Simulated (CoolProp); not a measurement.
Diethyl ether at several states: Z from the reference equation and from simpler models built on Tc = 467.9 K, pc = 3717 kPa, ω = 0.282; each cubic takes its own stable root.

Model: reference Helmholtz-energy equation of state, Thol 2014, in CoolProp.

```
T (K)  p (kPa)   phase  reference  van der Waals  Soave-Redlich-Kwong  Peng-Robinson
-----  -------  ------  ---------  -------------  -------------------  -------------
502.8     10.9     gas     0.9992         0.9993               0.9992         0.9991
416.7      263     gas     0.9628         0.9716               0.9638         0.9608
370.4     2340  liquid    0.09098         0.1495               0.1007        0.08890
484.1     14.7     gas     0.9988         0.9989               0.9988         0.9987
```
